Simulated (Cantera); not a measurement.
**Si2Cl6 + HCl + H2 + HF (silicon epitaxy and polysilicon growth)**

Input: 1 mol Si2Cl6, 1.2 mol HCl, 210 mol H2, 0.00012 mol HF, equilibrated at 3.30 mbar.

Equilibrium computed with Cantera from the NASA thermochemical tables; the gas is ideal and each condensed phase is pure. Candidate condensed phases: Si; 37 gas species. The feed counts by its element totals alone. The tables' values for SiCl3, SiCl are old estimates; treat these amounts as uncertain. Gases not in the tables: Si2H6 and higher silanes. Equilibrium is a limit: real reactors are often held back by kinetics, nucleation or transport.

```csv
T (°C),x H2,x HCl,x H,x SiCl2,x Si,n Si(s),n Si(l)
850,0.970,0.0281,7.30e-7,0.00172,1.95e-11,1.50,0
900,0.969,0.0288,2.02e-6,0.00195,1.50e-10,1.52,0
950,0.969,0.0290,5.15e-6,0.00211,9.75e-10,1.52,0
1000,0.969,0.0289,1.22e-5,0.00223,5.47e-9,1.51,0
1050,0.969,0.0288,2.72e-5,0.00234,2.69e-8,1.49,0
1100,0.969,0.0286,5.71e-5,0.00244,1.18e-7,1.47,0
1150,0.969,0.0285,0.000114,0.00253,4.63e-7,1.45,0
1200,0.969,0.0283,0.000217,0.00261,1.66e-6,1.44,0
1250,0.969,0.0282,0.000396,0.00268,5.46e-6,1.42,0
1300,0.968,0.0280,0.000697,0.00275,1.67e-5,1.40,0
1350,0.968,0.0279,0.00118,0.00281,4.74e-5,1.38,0
1400,0.967,0.0277,0.00195,0.00287,0.000127,1.34,0
1450,0.966,0.0278,0.00312,0.00278,0.000298,0,1.32
1500,0.964,0.0280,0.00486,0.00262,0.000646,0,1.26
```
x: gas mole fraction; n: condensed amount in mol.

From 850 °C to 1400 °C the condensed part is Si(s). From 1450 °C to 1500 °C the condensed part is Si(l). The main Si-bearing gas is SiCl2 throughout. The share of Si in condensed phases is highest at 900 °C (76.2 %) and lowest at 1500 °C (62.9 %).
